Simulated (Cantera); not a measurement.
Adiabatic ignition

An adiabatic, constant-pressure homogeneous reactor starts with CH₃OH : O₂ : N₂ = 1 : 0.938 : 3.52 (molar parts), equivalence ratio 1.6, at 1648 K and 1200000 Pa.

Computed with Cantera and GRI-Mech 3.0 (53 species, 325 reactions). GRI-Mech 3.0 was tuned for natural gas; its chemistry of methanol as a main component is partial and can be far from experiment. The pressure lies above the range GRI-Mech 3.0 was tuned for (to about 10 atm).

```tsv
t (s)	T (K)	x CH₃OH	x O₂	x HCN	x H₂O₂	x CO	x C₂H	x O
1.00e-6	1648	0.182	0.171	2.72e-12	3.59e-5	0.000112	<1e-12	1.20e-7
2.70e-6	1655	0.175	0.167	1.69e-11	0.000324	0.000650	<1e-12	2.96e-7
7.28e-6	2539	1.03e-12	0.00795	2.08e-7	1.19e-6	0.112	<1e-12	0.00599
1.96e-5	2901	<1e-12	0.000966	2.82e-8	3.64e-7	0.104	<1e-12	0.000739
5.29e-5	2902	<1e-12	0.000906	5.43e-8	3.49e-7	0.104	<1e-12	0.000698
0.000143	2898	<1e-12	0.000868	1.04e-7	3.39e-7	0.105	<1e-12	0.000674
0.000385	2894	<1e-12	0.000835	1.50e-7	3.31e-7	0.105	<1e-12	0.000653
0.00104	2894	<1e-12	0.000831	1.56e-7	3.29e-7	0.105	<1e-12	0.000650
0.00280	2894	<1e-12	0.000831	1.56e-7	3.29e-7	0.105	<1e-12	0.000650
0.00756	2894	<1e-12	0.000831	1.56e-7	3.29e-7	0.105	<1e-12	0.000650
0.0204	2894	<1e-12	0.000831	1.56e-7	3.29e-7	0.105	<1e-12	0.000650
0.0550	2894	<1e-12	0.000831	1.56e-7	3.29e-7	0.105	<1e-12	0.000650
0.148	2894	<1e-12	0.000831	1.56e-7	3.29e-7	0.105	<1e-12	0.000650
0.400	2894	<1e-12	0.000831	1.56e-7	3.29e-7	0.105	<1e-12	0.000650
```
x: mole fraction; the columns are a selection and need not sum to one.

```
Quantity                                                               Value
---------------------------------  -----------------------------------------
time of steepest temperature rise                                    6.54 µs
temperature at 0.400 s                                                2894 K
equilibrium temperature                                               2894 K
x(CH₃OH) at 0.400 s                    <1e-12 (gas-phase equilibrium <1e-12)
x(O₂) at 0.400 s                   0.000831 (gas-phase equilibrium 0.000831)
x(HCN) at 0.400 s                    1.56e-7 (gas-phase equilibrium 1.56e-7)
```
